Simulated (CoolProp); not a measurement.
Vapour-liquid equilibrium of neopentane (1) + n-pentane (2) at 997 kPa; x and y are mole fractions of (1).

Computed with CoolProp (multi-fluid Helmholtz-energy mixture model, Lemmon 2006 and Thol 2019; pair parameters Bell 2016).

```json
[
 {"x": "0.05", "bubble temperature (K)": "396.1", "y at the bubble point": "0.075", "dew temperature at overall composition x (K)": "396.7", "liquid density (mol/L)": "6.967"},
 {"x": "0.15", "bubble temperature (K)": "392.5", "y at the bubble point": "0.215", "dew temperature at overall composition x (K)": "394.2", "liquid density (mol/L)": "6.965"},
 {"x": "0.25", "bubble temperature (K)": "389.1", "y at the bubble point": "0.342", "dew temperature at overall composition x (K)": "391.6", "liquid density (mol/L)": "6.960"},
 {"x": "0.35", "bubble temperature (K)": "385.8", "y at the bubble point": "0.458", "dew temperature at overall composition x (K)": "388.8", "liquid density (mol/L)": "6.953"},
 {"x": "0.45", "bubble temperature (K)": "382.6", "y at the bubble point": "0.563", "dew temperature at overall composition x (K)": "386.0", "liquid density (mol/L)": "6.944"},
 {"x": "0.55", "bubble temperature (K)": "379.6", "y at the bubble point": "0.659", "dew temperature at overall composition x (K)": "383.0", "liquid density (mol/L)": "6.931"},
 {"x": "0.65", "bubble temperature (K)": "376.7", "y at the bubble point": "0.746", "dew temperature at overall composition x (K)": "379.9", "liquid density (mol/L)": "6.916"},
 {"x": "0.75", "bubble temperature (K)": "373.9", "y at the bubble point": "0.826", "dew temperature at overall composition x (K)": "376.5", "liquid density (mol/L)": "6.899"},
 {"x": "0.85", "bubble temperature (K)": "371.2", "y at the bubble point": "0.900", "dew temperature at overall composition x (K)": "373.0", "liquid density (mol/L)": "6.879"},
 {"x": "0.95", "bubble temperature (K)": "368.7", "y at the bubble point": "0.968", "dew temperature at overall composition x (K)": "369.3", "liquid density (mol/L)": "6.857"}
]
```

No azeotrope shows between x = 0.05 and 0.95.

Pair parameters are fitted to limited data, so mixtures are less certain than the pure fluids.
